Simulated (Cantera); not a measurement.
Cantera run, input and output.

```python
import numpy as np
import cantera as ct

gas = ct.Solution("gri30.yaml")
gas.TPX = 473, 100000, {'H2': 1, 'O2': 0.633, 'N2': 2.38}
inlet = ct.Reservoir(gas, clone=True)
gas.equilibrate("HP")  # start burning
reactor = ct.IdealGasConstPressureReactor(gas, energy="on", clone=False)
exhaust = ct.Reservoir(gas, clone=True)
tau = [0.36, 0.14, 0.056, 0.022, 0.0089, 0.0036, 0.0014, 0.00056, 0.00022, 8.9e-05][0]
for a, b in ((inlet, reactor), (reactor, exhaust)):
    ct.MassFlowController(a, b, mdot=lambda t: reactor.mass / tau)
net = ct.ReactorNet([reactor])
show = ['H2', 'O2', 'O', 'OH', 'H2O2', 'HO2']

rows = []
print(f"{'tau/s':>10s}{'T/K':>9s}" + "".join(f"{s:>11s}" for s in show))
for tau in [0.36, 0.14, 0.056, 0.022, 0.0089, 0.0036, 0.0014, 0.00056, 0.00022, 8.9e-05]:
    net.initial_time = 0.0
    net.advance(30 * tau)
    before = gas.X
    net.advance(40 * tau)
    drift = np.max(np.abs(gas.X - before) / (gas.X + 1e-9))
    rows.append([gas.T, *gas[show].X, drift])
    print(f"{tau:10.3e}{gas.T:9.1f}" + "".join(f"{x:11.3e}" for x in gas[show].X))
```

It prints:

```
     tau/s      T/K         H2         O2          O         OH       H2O2        HO2
 3.600e-01   2269.8  2.684e-03  3.483e-02  8.025e-04  7.070e-03  2.121e-07  3.226e-06
 1.400e-01   2270.4  2.792e-03  3.538e-02  8.457e-04  7.257e-03  2.144e-07  3.301e-06
 5.600e-02   2269.1  3.039e-03  3.600e-02  9.317e-04  7.599e-03  2.166e-07  3.412e-06
 2.200e-02   2262.4  3.626e-03  3.651e-02  1.119e-03  8.256e-03  2.187e-07  3.593e-06
 8.900e-03   2244.9  4.890e-03  3.695e-02  1.518e-03  9.429e-03  2.263e-07  3.993e-06
 3.600e-03   2208.9  7.348e-03  3.760e-02  2.331e-03  1.123e-02  2.537e-07  5.000e-06
 1.400e-03   2143.2  1.154e-02  3.888e-02  3.844e-03  1.339e-02  3.217e-07  7.349e-06
 5.600e-04   2045.8  1.699e-02  4.098e-02  6.075e-03  1.501e-02  4.528e-07  1.154e-05
 2.200e-04   1911.0  2.323e-02  4.416e-02  8.973e-03  1.535e-02  7.409e-07  1.816e-05
 8.900e-05   1750.6  2.948e-02  4.852e-02  1.176e-02  1.398e-02  1.432e-06  2.708e-05
```

Model: GRI-Mech 3.0 (53 species, 325 reactions), integrated in Cantera.
